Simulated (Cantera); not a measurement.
## Silicon etching in halogen gases: Si + Br₂ + N₂

A closed system holds: 1 mol Si, 6.5 mol Br₂, a varied amount of N₂, at 1300 K and 1.00 Torr.

Equilibrium computed with Cantera from the NASA thermochemical tables; the gas is ideal and each condensed phase is pure. Candidate condensed phases: Br₂, Si, Si₃N₄; 13 gas species. The tables' values for SiBr₃ are old estimates; treat these amounts as uncertain. The numbers say what is thermodynamically allowed, not how fast it happens.

| n(N₂) (mol) | x N₂ | x Br | x SiBr₄ | x Br₂ |
|---|---|---|---|---|
| 1.5 | 0.141 | 0.684 | 0.0936 | 0.0807 |
| 1.9 | 0.172 | 0.662 | 0.0900 | 0.0756 |
| 2.5 | 0.214 | 0.632 | 0.0851 | 0.0688 |
| 3.1 | 0.251 | 0.605 | 0.0807 | 0.0629 |
| 3.9 | 0.296 | 0.572 | 0.0756 | 0.0563 |
| 5 | 0.349 | 0.532 | 0.0695 | 0.0487 |
| 6.3 | 0.402 | 0.492 | 0.0635 | 0.0417 |
| 7.9 | 0.457 | 0.451 | 0.0574 | 0.0350 |
| 10 | 0.514 | 0.406 | 0.0510 | 0.0284 |
| 13 | 0.577 | 0.356 | 0.0440 | 0.0219 |
| 16 | 0.626 | 0.318 | 0.0387 | 0.0174 |
| 20 | 0.675 | 0.278 | 0.0334 | 0.0133 |
| 26 | 0.729 | 0.234 | 0.0276 | 0.00942 |
x: gas mole fraction; nothing condenses.

From 1.5 mol N₂ to 26 mol N₂ nothing is condensed. The main Si-bearing gas is SiBr₄ throughout.
